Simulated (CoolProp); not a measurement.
Fluorine along the isotherm 98 K: fugacity coefficient from the reference equation and from simpler models built on Tc = 144.4 K, pc = 5.240 MPa, ω = 0.045; each cubic takes its own stable root.

Computed with CoolProp (reference Helmholtz-energy equation of state, de Reuck 1990).

```
p (MPa)   phase  reference
-------  ------  ---------
0.873    liquid     0.3901
1.75     liquid     0.2003
2.62     liquid     0.1377
3.49     liquid     0.1064
4.37     liquid    0.08745
5.24     liquid    0.07504
6.11     liquid    0.06621
6.99     liquid    0.05956
7.86     liquid    0.05449
8.73     liquid    0.05047
9.61     liquid    0.04718
10.5     liquid    0.04444
11.4     liquid    0.04214
12.2     liquid    0.04040
13.1     liquid    0.03873
```

Problem. How far does each simpler model (van der Waals, Soave-Redlich-Kwong) lie from the reference over these 15 states: mean and median of the absolute difference, and the worst?

Solution. 
- van der Waals: mean 150.7 %, median 151.0 %, worst +172.7 % at 98 K and 13.1 MPa
- Soave-Redlich-Kwong: mean 2.0 %, median 2.0 %, worst +2.0 % at 98 K and 6.11 MPa

At some of these states van der Waals gives the other phase, because its saturation line lies elsewhere.
